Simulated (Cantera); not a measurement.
Input (Python, Cantera) and output of one run.

```python
import numpy as np
import cantera as ct

gas_names = """
    H HO2 H2 H2O H2O2 O OH O2 O3 Pb PbO Pb2
""".split()
cond_names = """
    H2O(s) H2O(L) Pb(cr) Pb(L) PbO(rd) PbO(yw) PbO(L) PbO2(s) Pb3O4(s)
""".split()


def load(file, names, dense=False):
    # The tables refer to 1 bar. Condensed volumes are neglected.
    table = {s.name: s for s in ct.Species.list_from_file(file)}
    out = []
    for n in names:
        d = dict(table[n].input_data)
        d["thermo"] = dict(d["thermo"], **{"reference-pressure": 1e5})
        if dense:
            d["equation-of-state"] = {"model": "constant-volume", "density": "1e6 g/cm^3"}
        out.append(ct.Species.from_dict(d))
    return out


gas = ct.Solution(thermo="ideal-gas", species=load("nasa_gas.yaml", gas_names))
cond = {s.name: ct.Solution(thermo="fixed-stoichiometry", species=[s], name=s.name)
        for s in load("nasa_condensed.yaml", cond_names, dense=True)}
atoms = {
    'PbO': {'Pb': 1, 'O': 1},
    'O2': {'O': 2},
    'H2': {'H': 2},
}
top_T = {'Pb3O4(s)': 820}  # K; cautious upper limits of use, not melting points


def equilibrate(T, P, feed):
    n = {}
    for name, mol in feed.items():
        for a, k in atoms[name].items():
            n[a] = n.get(a, 0.0) + k * mol
    gas.TPX = T, P, n
    mass = sum(n.values()) * gas.mean_molecular_weight
    gas.equilibrate("TP")
    valid = [c for c in cond.values() if c.min_temp <= T <= top_T.get(c.name, c.max_temp)]
    mix = ct.Mixture([(gas, mass / gas.mean_molecular_weight)] + [(c, 0.0) for c in valid])
    mix.T, mix.P = T, P
    mix.equilibrate("TP", solver="vcs", rtol=1e-11, max_steps=5000)
    return mix


results = []
feed = {'PbO': 1, 'O2': 0.22, 'H2': 3.9}  # mol
P = 200000  # Pa
for T in [573, 648, 723, 798, 873, 948, 1023, 1098, 1173, 1248]:
    mix = equilibrate(T, P, feed)
    results.append((T, P, feed, dict(zip(mix.species_names, mix.species_moles))))

top = {s: max(r[3][s] / sum(r[3][g] for g in gas_names) for r in results) for s in gas_names}
cols = sorted((s for s in top if top[s] > 1e-05), key=lambda s: -top[s])[:7]
seen = [c for c in cond_names if any(r[3].get(c, 0) > 1e-12 for r in results)]
print("log10 of partial pressures in bar; condensed amounts in mol")
print(f"{'T/K':>10s}" + "".join(f"{s[:9]:>10s}" for s in cols + seen))
for T, P, feed, n in results:
    ng = sum(n[g] for g in gas_names)
    print(f"{T:10.4g}" + "".join(f"{np.log10(max(n[s] / ng * P / 1e5, 1e-99)):10.3f}" for s in cols)
          + "".join(f"{n.get(c, 0):10.4g}" for c in seen))
```

It prints:

```
log10 of partial pressures in bar; condensed amounts in mol
       T/K        H2       H2O        Pb    Pb(cr)     Pb(L)
       573     0.101    -0.132   -12.079         1         0
       648     0.101    -0.132   -10.075         0         1
       723     0.101    -0.132    -8.509         0         1
       798     0.101    -0.132    -7.242         0         1
       873     0.101    -0.132    -6.197         0         1
       948     0.101    -0.132    -5.320         0         1
      1023     0.101    -0.132    -4.574         0    0.9999
      1098     0.101    -0.132    -3.933         0    0.9998
      1173     0.101    -0.132    -3.375         0    0.9992
      1248     0.101    -0.132    -2.886         0    0.9975
```

These are equilibrium values from Cantera (NASA tables, ideal gas, pure condensed phases), not measurements of a reactor.
